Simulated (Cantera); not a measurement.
Input: 1 mol Si3N4, 1.8 mol N2O, 62 mol H2, equilibrated at 1.70 Pa.

Method: chemical equilibrium by Gibbs-energy minimisation in Cantera with the NASA 1993 tables (ideal gas, pure condensed phases). Candidate condensed phases: H2O, Si, SiO2, Si2N2O, Si3N4; 35 gas species. The tables' values for SiN are old estimates; treat these amounts as uncertain. The numbers say what is thermodynamically allowed, not how fast it happens.

x: gas mole fraction; n: condensed amount in mol.

```json
[
 {"T (K)": "1273", "x H2": "0.951", "x H": "0.000169", "x N2": "0.0399", "x SiO": "0.00920", "x Si": "3.05e-9", "x SiH": "1.18e-10", "x Si2": "<1e-12", "n Si2N2O(s)": "1.20", "n Si(s)": "0"},
 {"T (K)": "1373", "x H2": "0.950", "x H": "0.000787", "x N2": "0.0399", "x SiO": "0.00922", "x Si": "1.94e-5", "x SiH": "4.44e-7", "x Si2": "?", "n Si2N2O(s)": "1.20", "n Si(s)": "0"},
 {"T (K)": "1473", "x H2": "0.914", "x H": "0.00293", "x N2": "0.0561", "x SiO": "0.0266", "x Si": "0.000322", "x SiH": "4.56e-6", "x Si2": "?", "n Si2N2O(s)": "0", "n Si(s)": "1.18"},
 {"T (K)": "1573", "x H2": "0.905", "x H": "0.00938", "x N2": "0.0558", "x SiO": "0.0264", "x Si": "0.00323", "x SiH": "3.05e-5", "x Si2": "?", "n Si2N2O(s)": "0", "n Si(s)": "0.975"},
 {"T (K)": "1673", "x H2": "0.877", "x H": "0.0259", "x N2": "0.0545", "x SiO": "0.0258", "x Si": "0.0170", "x SiH": "0.000111", "x Si2": "?", "n Si2N2O(s)": "0", "n Si(s)": "0"},
 {"T (K)": "1773", "x H2": "0.841", "x H": "0.0633", "x N2": "0.0535", "x SiO": "0.0253", "x Si": "0.0168", "x SiH": "7.83e-5", "x Si2": "?", "n Si2N2O(s)": "0", "n Si(s)": "0"},
 {"T (K)": "1873", "x H2": "0.771", "x H": "0.137", "x N2": "0.0514", "x SiO": "0.0244", "x Si": "0.0162", "x SiH": "5.46e-5", "x Si2": "?", "n Si2N2O(s)": "0", "n Si(s)": "0"},
 {"T (K)": "1973", "x H2": "0.650", "x H": "0.264", "x N2": "0.0479", "x SiO": "0.0227", "x Si": "0.0151", "x SiH": "3.63e-5", "x Si2": "?", "n Si2N2O(s)": "0", "n Si(s)": "0"},
 {"T (K)": "2073", "x H2": "0.481", "x H": "0.442", "x N2": "0.0430", "x SiO": "0.0204", "x Si": "0.0136", "x SiH": "2.23e-5", "x Si2": "?", "n Si2N2O(s)": "0", "n Si(s)": "0"},
 {"T (K)": "2173", "x H2": "0.296", "x H": "0.637", "x N2": "0.0376", "x SiO": "0.0178", "x Si": "0.0119", "x SiH": "1.24e-5", "x Si2": "?", "n Si2N2O(s)": "0", "n Si(s)": "0"},
 {"T (K)": "2273", "x H2": "0.150", "x H": "0.790", "x N2": "0.0334", "x SiO": "0.0158", "x Si": "0.0105", "x SiH": "6.50e-6", "x Si2": "?", "n Si2N2O(s)": "0", "n Si(s)": "0"}
]
```

Problem. Complete the blanks.

Solution. 
- 1373, x Si2: 7.85e-9
- 1473, x Si2: 3.38e-7
- 1573, x Si2: 6.79e-6
- 1673, x Si2: 4.50e-5
- 1773, x Si2: 1.25e-5
- 1873, x Si2: 3.76e-6
- 1973, x Si2: 1.19e-6
- 2073, x Si2: 3.85e-7
- 2173, x Si2: 1.29e-7
- 2273, x Si2: 4.75e-8
